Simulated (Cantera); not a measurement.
## Adiabatic ignition

An adiabatic, constant-volume homogeneous reactor starts with 17.4 % CH₄, 17.4 % O₂, 65.3 % N₂, equivalence ratio 2.0, at 1425 K and 10.0 bar.

Cantera simulation using GRI-Mech 3.0 (53 species, 325 reactions); the numbers are that mechanism's predictions, not measurements.

| t (s) | T (K) | P (bar) | x CH₄ | x O₂ | x NO | x NO₂ | x H₂ | x CO | x H₂O |
|---|---|---|---|---|---|---|---|---|---|
| 2.00e-6 | 1425 | 10.00 | 0.174 | 0.174 | <1e-12 | <1e-12 | 9.96e-8 | 4.28e-11 | 1.41e-7 |
| 9.02e-6 | 1425 | 10.00 | 0.174 | 0.174 | <1e-12 | <1e-12 | 8.41e-7 | 6.45e-9 | 3.65e-6 |
| 4.07e-5 | 1425 | 10.0 | 0.173 | 0.174 | <1e-12 | <1e-12 | 1.76e-5 | 1.83e-6 | 8.61e-5 |
| 0.000184 | 1432 | 10.0 | 0.172 | 0.173 | <1e-12 | <1e-12 | 0.000274 | 0.000158 | 0.00110 |
| 0.000829 | 2786 | 23.0 | 2.53e-9 | 1.23e-5 | 0.000245 | 6.12e-9 | 0.160 | 0.132 | 0.130 |
| 0.00374 | 2786 | 23.0 | 2.52e-9 | 1.23e-5 | 0.000233 | 5.82e-9 | 0.160 | 0.132 | 0.130 |
| 0.0169 | 2786 | 23.0 | 2.52e-9 | 1.23e-5 | 0.000233 | 5.82e-9 | 0.160 | 0.132 | 0.130 |
| 0.0762 | 2786 | 23.0 | 2.52e-9 | 1.23e-5 | 0.000233 | 5.82e-9 | 0.160 | 0.132 | 0.130 |
| 0.344 | 2786 | 23.0 | 2.52e-9 | 1.23e-5 | 0.000233 | 5.82e-9 | 0.160 | 0.132 | 0.130 |
| 1.55 | 2786 | 23.0 | 2.52e-9 | 1.23e-5 | 0.000233 | 5.82e-9 | 0.160 | 0.132 | 0.130 |
| 7.00 | 2786 | 23.0 | 2.52e-9 | 1.23e-5 | 0.000233 | 5.82e-9 | 0.160 | 0.132 | 0.130 |
x: mole fraction; the columns are a selection and need not sum to one.

| Item | Value |
|---|---|
| time of steepest temperature rise | 0.507 ms |
| temperature at 7.00 s | 2786 K |
| equilibrium temperature | 2786 K |
| x(CH₄) at 7.00 s | 2.52e-9 (gas-phase equilibrium 2.82e-9) |
| x(O₂) at 7.00 s | 1.23e-5 (gas-phase equilibrium 1.23e-5) |
| x(NO) at 7.00 s | 0.000233 (gas-phase equilibrium 0.000233) |
